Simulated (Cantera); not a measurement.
A perfectly stirred reactor is fed with 7.99 % CH3OH, 19.3 % O2, 72.7 % N2, at 750 Torr; it is adiabatic with a 398 K inlet, and is followed from long to short residence time, starting on the burning branch (τ in s: 0.074, 0.029, 0.012, 0.0046, 0.0018, 0.00074, 0.00029, 0.00012, 4.6e-05, 1.9e-05).

Model: GRI-Mech 3.0 (53 species, 325 reactions), integrated in Cantera. GRI-Mech 3.0 was tuned for natural gas; its chemistry of methanol as a main component is partial and can be far from experiment.

x: mole fraction; the columns are a selection and need not sum to one.

```tsv
τ (s)	T (K)	x CH3OH	x O2	x CO	x CH2	x HO2	x CH2O	x CH4
0.074	1818	4.01e-6	0.0705	0.000605	1.54e-9	2.48e-6	3.16e-6	[?]
0.029	1810	7.45e-6	0.0706	0.00108	3.20e-9	4.28e-6	5.99e-6	[?]
0.012	1798	1.32e-5	0.0708	0.00187	7.43e-9	7.37e-6	1.08e-5	[?]
0.0046	1777	2.46e-5	0.0714	0.00334	2.22e-8	1.34e-5	2.06e-5	[?]
0.0018	1746	4.71e-5	0.0725	0.00581	7.03e-8	2.41e-5	3.97e-5	[?]
0.00074	1701	9.57e-5	0.0746	0.00995	2.03e-7	4.41e-5	7.94e-5	[?]
0.00029	1616	0.000293	0.0807	0.0203	5.33e-7	0.000114	0.000228	[?]
0.00012	398	0.0799	0.193	<1e-12	<1e-12	<1e-12	<1e-12	<1e-12
4.6e-5	398	0.0799	0.193	<1e-12	<1e-12	<1e-12	<1e-12	<1e-12
1.9e-5	398	0.0799	0.193	<1e-12	<1e-12	<1e-12	<1e-12	<1e-12
```

Problem. Fill in the missing entries.

Solution. 
- 0.074, x CH4: 1.29e-8
- 0.029, x CH4: 1.78e-8
- 0.012, x CH4: 2.97e-8
- 0.0046, x CH4: 6.75e-8
- 0.0018, x CH4: 1.91e-7
- 0.00074, x CH4: 6.21e-7
- 0.00029, x CH4: 2.96e-6
